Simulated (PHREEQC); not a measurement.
Dissolve 170 mmol/kgw HF, 0.135 mmol/kgw KF and 1.3 mmol/kgw (NH4)2SiF6 at 25 °C. Closed to the air; pH follows from the charge balance.

Model: ion-association model, phreeqc.dat, run in PHREEQC.

Task: The ionic strength comes out as 0.0183 mol/kgw. What activity coefficients do SiF6-2, F-, NH4+, H+, K+ get?

Result: SiF6-2 0.59, F- 0.87, NH4+ 0.87, H+ 0.89, K+ 0.87.

No solid was allowed to form. SiF6-2 is the database's only silicon fluoride.
